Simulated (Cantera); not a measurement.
A perfectly stirred reactor is fed with 1.33 % C₂H₆, 98.7 % H₂, at 0.0900 Torr; it is held at 1975 K, and followed from long to short residence time.

Detailed kinetics in Cantera: GRI-Mech 3.0 (53 species, 325 reactions). GRI-Mech 3.0 stops at C3 and has no aromatics, soot or wall deposition, so with more carbon than oxygen in the feed, carbon stays in small species such as C2H2 where larger ones or solid carbon would form. Radical loss at walls, strong at low pressure, is not modelled.

Predict: x(C₂H₆) at τ = 8.00 s; x(H₂) at τ = 8.00 s; x(C₂H₂) at τ = 8.00 s; x(CH₄) at τ = 8.00 s; x(C₂H) at τ = 8.00 s; x(C₂H₆) at τ = 18.0 ms; x(H₂) at τ = 18.0 ms; x(C₂H₂) at τ = 18.0 ms; x(CH₄) at τ = 18.0 ms; x(C₂H) at τ = 18.0 ms.


| Property | Result |
|---|---|
| x(C₂H₆) at τ = 8.00 s | 3.56e-6 |
| x(H₂) at τ = 8.00 s | 0.974 |
| x(C₂H₂) at τ = 8.00 s | 0.00936 |
| x(CH₄) at τ = 8.00 s | 0.00603 |
| x(C₂H) at τ = 8.00 s | 1.59e-6 |
| x(C₂H₆) at τ = 18.0 ms | 0.00144 |
| x(H₂) at τ = 18.0 ms | 0.969 |
| x(C₂H₂) at τ = 18.0 ms | 0.000794 |
| x(CH₄) at τ = 18.0 ms | 0.0144 |
| x(C₂H) at τ = 18.0 ms | 1.20e-7 |
